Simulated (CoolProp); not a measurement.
Vapour-liquid equilibrium of CHF3 (R23) (1) + sulfur hexafluoride (2) at 0.792 MPa; x and y are mole fractions of (1).

Model: multi-fluid Helmholtz-energy mixture model, Penoncello 2003 and Guder 2009; pair parameters Bell 2016, in CoolProp.

```json
[
 {"x": "0.05", "bubble temperature, mixture model (°C)": "-21.4", "bubble temperature, Raoult's law (°C)": "-17.2", "y, mixture model": "0.179", "y, Raoult's law": "0.096"},
 {"x": "0.2", "bubble temperature, mixture model (°C)": "-30.6", "bubble temperature, Raoult's law (°C)": "-21.5", "y, mixture model": "0.448", "y, Raoult's law": "0.336"},
 {"x": "0.35", "bubble temperature, mixture model (°C)": "-34.5", "bubble temperature, Raoult's law (°C)": "-25.2", "y, mixture model": "0.563", "y, Raoult's law": "0.523"},
 {"x": "0.5", "bubble temperature, mixture model (°C)": "-36.5", "bubble temperature, Raoult's law (°C)": "-28.4", "y, mixture model": "0.639", "y, Raoult's law": "0.671"},
 {"x": "0.65", "bubble temperature, mixture model (°C)": "-37.6", "bubble temperature, Raoult's law (°C)": "-31.3", "y, mixture model": "0.711", "y, Raoult's law": "0.792"},
 {"x": "0.8", "bubble temperature, mixture model (°C)": "-38.0", "bubble temperature, Raoult's law (°C)": "-33.8", "y, mixture model": "0.801", "y, Raoult's law": "0.892"},
 {"x": "0.95", "bubble temperature, mixture model (°C)": "-37.4", "bubble temperature, Raoult's law (°C)": "-36.2", "y, mixture model": "0.936", "y, Raoult's law": "0.975"}
]
```

The largest gap from Raoult's law is -9.3 K in bubble temperature, at x = 0.35. y crosses x between x = 0.8 and 0.95: the model has an azeotrope there.

The pair parameters rest on a limited set of measurements; away from them the model extrapolates.
